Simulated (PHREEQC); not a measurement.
Dissolve 0.0114 mol/kgw KHCO3 and 0.082 mol/kgw K2HPO4 at 25 °C. Closed to the air; pH follows from the charge balance.

Equilibrium calculation in PHREEQC: ion-association model, phreeqc.dat.

- pH = 8.75
- ionic strength = 0.245 mol/kgw
- specific conductance = 14700 µS/cm
- density = 1.010 g/cm³
- total alkalinity = 93.4 meq/kg

| species | molality | activity | log γ |
|---|---|---|---|
| K+ | 0.169 | 0.118 | -0.157 |
| HPO4-2 | 0.0746 | 0.0207 | -0.557 |
| HCO3- | 0.0107 | 0.00783 | -0.134 |
| KHPO4- | 0.00647 | 0.00475 | -0.134 |
| H2PO4- | 0.000811 | 0.000595 | -0.134 |
| CO3-2 | 0.000709 | 0.000206 | -0.537 |

This is a speciation only: nothing precipitates in the calculation.
